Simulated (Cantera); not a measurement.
Input: 1 mol acetone, 1.9 mol O2, 7.9 mol H2, 0.31 mol H2O, held at 17000 Pa.

Method: chemical equilibrium by Gibbs-energy minimisation in Cantera with the NASA 1993 tables (ideal gas, pure condensed phases). Candidate condensed phases: C, C6H6, C7H8, C8H18, H2O; 110 gas species. The feed counts by its element totals alone. Rates play no part.

Question: At 1923 K, list the 6 most abundant gas species with their mole fractions, and the condensed phases.

Answer: H2 0.649, CO 0.201, H2O 0.138, CO2 0.00997, H 0.00184, OH 3.38e-5. Condensed: gas only.
